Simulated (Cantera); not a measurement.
Cantera run:

```python
import numpy as np
import cantera as ct

gas_names = """
    CL CL2 H HCL H2 N NH NH2 NH3 N2 N2H2 N2H4 Si SiCL SiCL2 SiCL3 SiCL4 SiH SiHCL3 SiH2 SiH2CL2 SiH3
    SiH3CL SiH4 SiN Si2 Si2N Si3
""".split()
cond_names = """
    NH4CL(a) NH4CL(b) Si(cr) Si(L) Si3N4(a)
""".split()


# ... load() reads the species with a 1 bar reference pressure and builds the phases ...
atoms = {
    'SiHCl3': {'Si': 1, 'H': 1, 'CL': 3},
    'Cl2': {'CL': 2},
    'N2': {'N': 2},
}
top_T = {'Si3N4(a)': 2400}  # K; cautious upper limits of use, not melting points


# ... equilibrate(T, P, feed) seeds the gas with the atoms and calls Mixture.equilibrate('TP', solver="vcs", rtol=1e-11, max_steps=5000) ...
results = []
feed = {'SiHCl3': 1, 'Cl2': 0.053, 'N2': 6.2}  # mol
T = 1350  # K
P = 1333.22  # Pa
mix = equilibrate(T, P, feed)
results.append((T, P, feed, dict(zip(mix.species_names, mix.species_moles))))
print(gas.report(threshold=0.001))
for i in range(1, mix.n_phases):
    print(f"{mix.phase(i).name:16s} {mix.phase_moles(i):12.5e} mol")
```

It prints:

```
       temperature   1350 K
          pressure   1333.2 Pa
           density   0.0046741 kg/m^3
  mean mol. weight   39.352 kg/kmol
   phase of matter   gas

                          1 kg             1 kmol
                     ---------------   ---------------
          enthalpy       -4.6675e+05       -1.8367e+07  J
   internal energy       -7.5199e+05       -2.9592e+07  J
           entropy            7567.5        2.9779e+05  J/K
    Gibbs function       -1.0683e+07       -4.2039e+08  J
 heat capacity c_p            999.46             39330  J/K
 heat capacity c_v            788.17             31016  J/K

                      mass frac. Y      mole frac. X     chem. pot. / RT
                     ---------------   ---------------   ---------------
               HCL           0.10583           0.11423           -39.803
                H2        0.00047712         0.0093132           -27.295
                N2           0.56423           0.79258           -30.244
             SiCL2          0.030101          0.011967           -62.438
             SiCL3          0.040867          0.011963           -88.594
             SiCL4           0.25752          0.059652           -114.75
     [  +22 minor]        0.00097757        0.00030109

Si(cr)            0.00000e+00 mol
Si3N4(a)          1.23368e-01 mol
```

Equilibrium computed with Cantera from the NASA thermochemical tables; the gas is ideal and each condensed phase is pure. N2 is the only nitrogen source here; it is nearly inert below about 1500 K, so the nitride shown seldom forms there in practice. The tables' values for SiCl3 are old estimates; treat these amounts as uncertain.
